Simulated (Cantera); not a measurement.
# Ignition delay

Mixture: H2 : O2 : N2 = 1 : 0.521 : 1.96 (molar parts), equivalence ratio 0.96, at 10.0 bar, adiabatic and at constant pressure. Ignition delay is the time to a rise of 400 K.

Cantera simulation using GRI-Mech 3.0 (53 species, 325 reactions); the numbers are that mechanism's predictions, not measurements. The hydrogen kinetics of GRI-Mech 3.0 are dated; newer H2 mechanisms differ, most at raised pressure. Where the delays flatten at high temperature, the 400 K rule measures the pace of heat release, not the induction time.

```tsv
T0 (K)	delay (ms)
1200	0.0620
1275	0.00700
1350	0.00321
1425	0.00204
1500	0.00147
1575	0.00114
1650	0.000922
1725	0.000776
1800	0.000673
```
